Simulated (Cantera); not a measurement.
Cantera with NASA thermochemical tables; ideal gases at 1 bar, condensed phases pure. Values are per mole of reaction as written; species without (g) are pure solids or liquids, kept so even where they would boil at 1 bar.

3 Na₂SO₄ + 4 S → 4 SO₃(g) + 3 Na₂S, with ΔH° = 1482.1 kJ and ΔS° = 738.6 J/K at 300 K.

Question: How far is the shortcut ΔG° ≈ ΔH°(300 K) − T·ΔS°(300 K) from the full temperature-dependent value at 498, 548, 598, 648, 698, 748, 798 K?

Answer: 
| T (K) | shortcut (kJ) | full (kJ) | difference (kJ) | difference in log10 K | condensed phases |
|---|---|---|---|---|---|
| 498 | 1114.2 | 1119.7 | -5.5 | 0.57 | Na₂SO₄(s), S(l), Na₂S(s) |
| 548 | 1077.3 | 1088.3 | -11.0 | 1.05 | Na₂SO₄(s), S(l), Na₂S(s) |
| 598 | 1040.4 | 1058.7 | -18.3 | 1.60 | Na₂SO₄(s), S(l), Na₂S(s) |
| 648 | 1003.5 | 1029.6 | -26.2 | 2.11 | Na₂SO₄(s), S(l), Na₂S(s) |
| 698 | 966.5 | 1001.0 | -34.5 | 2.58 | Na₂SO₄(s), S(l), Na₂S(s) |
| 748 | 929.6 | 972.9 | -43.3 | 3.02 | Na₂SO₄(s), S(l), Na₂S(s) |
| 798 | 892.7 | 945.1 | -52.4 | 3.43 | Na₂SO₄(s), S(l), Na₂S(s) |
The shortcut ignores heat capacities and the phase changes listed.
